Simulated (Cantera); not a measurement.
## SiCl₄ + Cl₂ + H₂ (chlorosilane synthesis and conversion)

Input: 1 mol SiCl₄, 0.87 mol Cl₂, 0.82 mol H₂, at 975 K and 4.00 bar.

Method: chemical equilibrium by Gibbs-energy minimisation in Cantera with the NASA 1993 tables (ideal gas, pure condensed phases). Candidate condensed phases: Si; 19 gas species. Kinetics and transport are ignored.

The x(HCl) is 0.610 and the x(SiCl₄) comes out as 0.372. The x(Cl₂) is 0.0186, the x(Cl) comes out as 1.80e-5 and the gas amount is 2.690 mol. The log10 activity of Si(s) (absent) is -26.18.
